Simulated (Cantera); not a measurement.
Input: 1 mol Si₂H₆, 2.4 mol HCl, 120 mol N₂, held at 700 °C and 1.95 Torr.

These are equilibrium values from Cantera (NASA tables, ideal gas, pure condensed phases), not measurements of a reactor. Candidate condensed phases: NH₄Cl, Si, Si₃N₄; 28 gas species. The feed counts by its element totals alone. N₂ is the only nitrogen source here; it is nearly inert below about 1500 K, so the nitride shown seldom forms there in practice. Rates play no part.

Base state: N₂ 0.956, H₂ 0.0242, HCl 0.0193, SiCl₄ 1.13e-5 (mole fractions); condensed: Si₃N₄(s).

**Question.** What changes in the equilibrium state with this change: Si₂H₆ replaced by SiH₂Cl₂?

**Answer.** 
| species | before | after |
|---|---|---|
| N₂ | 0.956 | 0.966 |
| HCl | 0.0193 | 0.0279 |
| H₂ | 0.0242 | 0.00385 |
| SiCl₄ | 1.13e-5 | 0.00192 |
| Si₃N₄(s), mol | 0.666 | 0.254 |

**Question.** What changes in the equilibrium state with this change: 1.3 mol HF added?

**Answer.** 
| species | before | after |
|---|---|---|
| N₂ | 0.956 | 0.949 |
| H₂ | 0.0242 | 0.0291 |
| HCl | 0.0193 | 0.0191 |
| SiF₄ | 0 | 0.00258 |
| HF | 0 | 6.70e-5 |
| SiCl₄ | 1.13e-5 | 7.56e-6 |
| Si₃N₄(s), mol | 0.666 | 0.559 |

**Question.** What changes in the equilibrium state with this change: Si₂H₆ replaced by SiCl₄?

**Answer.** 
| species | before | after |
|---|---|---|
| N₂ | 0.956 | 0.972 |
| HCl | 0.0193 | 0.0194 |
| SiCl₄ | 1.13e-5 | 0.00810 |
| H₂ | 0.0242 | 2.60e-7 |
| Si₃N₄(s), mol | 0.666 | 0 |
